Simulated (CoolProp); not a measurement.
Vapour-liquid equilibrium of R124 (1) + R142b (2) at 1.49 MPa; x and y are mole fractions of (1).

Computed with CoolProp (multi-fluid Helmholtz-energy mixture model, de Vries 1995 and Lemmon 2006; pair parameters Bell 2016).

```csv
x,"bubble temperature, mixture model (K)","bubble temperature, Raoult's law (K)","y, mixture model","y, Raoult's law"
0.05,356.5,356.4,0.053,0.057
0.15,356.0,355.7,0.159,0.168
0.25,355.5,355.1,0.263,0.276
0.35,355.0,354.4,0.367,0.381
0.45,354.5,353.8,0.469,0.483
0.55,353.9,353.2,0.571,0.583
0.65,353.3,352.6,0.671,0.679
0.75,352.6,352.0,0.769,0.774
0.85,351.8,351.4,0.864,0.866
0.95,351.0,350.8,0.956,0.956
```

The largest gap from Raoult's law is +0.7 K in bubble temperature, at x = 0.55. No azeotrope shows between x = 0.05 and 0.95.

Pair parameters are fitted to limited data, so mixtures are less certain than the pure fluids.
